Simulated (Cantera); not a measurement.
An adiabatic, constant-volume homogeneous reactor starts with C₃H₈ : O₂ : N₂ = 1 : 5 : 18.8 (molar parts), equivalence ratio 1.0, at 1300 K and 1.01 bar. Integrator tolerance rtol = 1e-08.

Detailed kinetics in Cantera: GRI-Mech 3.0 (53 species, 325 reactions). GRI-Mech 3.0 was tuned for natural gas; its chemistry of propane as a main component is partial and can be far from experiment.

Problem. What does this change do: pressure from 1.01 bar to 10.0 bar?

Solution. 
```json
[
 {"quantity": "time of steepest temperature rise", "before": "0.907 ms", "after": "0.281 ms"},
 {"quantity": "temperature at 1.00 s", "before": "2883 K", "after": "3073 K"},
 {"quantity": "equilibrium temperature", "before": "2883 K", "after": "3073 K"},
 {"quantity": "x(C₃H₈) at 1.00 s", "before": "<1e-12 (gas-phase equilibrium <1e-12)", "after": "<1e-12 (gas-phase equilibrium <1e-12)"},
 {"quantity": "x(O₂) at 1.00 s", "before": "0.0217 (gas-phase equilibrium 0.0217)", "after": "0.0163 (gas-phase equilibrium 0.0163)"},
 {"quantity": "x(H₂) at 1.00 s", "before": "0.0153 (gas-phase equilibrium 0.0153)", "after": "0.0113 (gas-phase equilibrium 0.0113)"},
 {"quantity": "x(NO) at 1.00 s", "before": "0.0124 (gas-phase equilibrium 0.0124)", "after": "0.0137 (gas-phase equilibrium 0.0137)"},
 {"quantity": "x(CH₄) at 1.00 s", "before": "<1e-12 (gas-phase equilibrium <1e-12)", "after": "<1e-12 (gas-phase equilibrium <1e-12)"},
 {"quantity": "x(O) at 1.00 s", "before": "0.00705 (gas-phase equilibrium 0.00705)", "after": "0.00368 (gas-phase equilibrium 0.00368)"}
]
```
Above 3000 K some thermodynamic fits are extrapolated.

Problem. What does this change do: O2 5 to 1.9 parts?

Solution. 
| quantity | before | after |
|---|---|---|
| time of steepest temperature rise | 0.907 ms | 1.89 ms |
| temperature at 1.00 s | 2883 K | 1955 K |
| equilibrium temperature | 2883 K | 1955 K |
| x(C₃H₈) at 1.00 s | <1e-12 (gas-phase equilibrium <1e-12) | <1e-12 (gas-phase equilibrium <1e-12) |
| x(O₂) at 1.00 s | 0.0217 (gas-phase equilibrium 0.0217) | 9.41e-10 (gas-phase equilibrium 9.41e-10) |
| x(H₂) at 1.00 s | 0.0153 (gas-phase equilibrium 0.0153) | 0.129 (gas-phase equilibrium 0.129) |
| x(NO) at 1.00 s | 0.0124 (gas-phase equilibrium 0.0124) | 5.34e-6 (gas-phase equilibrium 4.36e-7) |
| x(CH₄) at 1.00 s | <1e-12 (gas-phase equilibrium <1e-12) | 4.18e-9 (gas-phase equilibrium 2.00e-9) |
| x(O) at 1.00 s | 0.00705 (gas-phase equilibrium 0.00705) | 1.08e-8 (gas-phase equilibrium 1.08e-8) |

Problem. What does this change do: initial temperature 1300 to 1350 K?

Solution. 
| quantity | before | after |
|---|---|---|
| time of steepest temperature rise | 0.907 ms | 0.418 ms |
| temperature at 1.00 s | 2883 K | 2896 K |
| equilibrium temperature | 2883 K | 2896 K |
| x(C₃H₈) at 1.00 s | <1e-12 (gas-phase equilibrium <1e-12) | <1e-12 (gas-phase equilibrium <1e-12) |
| x(O₂) at 1.00 s | 0.0217 (gas-phase equilibrium 0.0217) | 0.0222 (gas-phase equilibrium 0.0222) |
| x(H₂) at 1.00 s | 0.0153 (gas-phase equilibrium 0.0153) | 0.0159 (gas-phase equilibrium 0.0159) |
| x(NO) at 1.00 s | 0.0124 (gas-phase equilibrium 0.0124) | 0.0127 (gas-phase equilibrium 0.0127) |
| x(CH₄) at 1.00 s | <1e-12 (gas-phase equilibrium <1e-12) | <1e-12 (gas-phase equilibrium <1e-12) |
| x(O) at 1.00 s | 0.00705 (gas-phase equilibrium 0.00705) | 0.00760 (gas-phase equilibrium 0.00760) |
